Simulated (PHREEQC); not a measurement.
Dissolve 7.8 mmol/kgw AgNO3, 0.099 mmol/kgw NaNO3 and 34 mmol/kgw Zn(NO3)2 at 25 °C. Closed to the air; pH follows from the charge balance.

Equilibrium calculation in PHREEQC: ion-association model, wateq4f.dat.

Precipitation was switched off in this run.

### Question
Estimate the pH.

### Answer
pH 5.41.

### Question
In which forms is Ag present?

### Answer
Ag+ 98 %, AgNO3 2.1 % of the Ag.
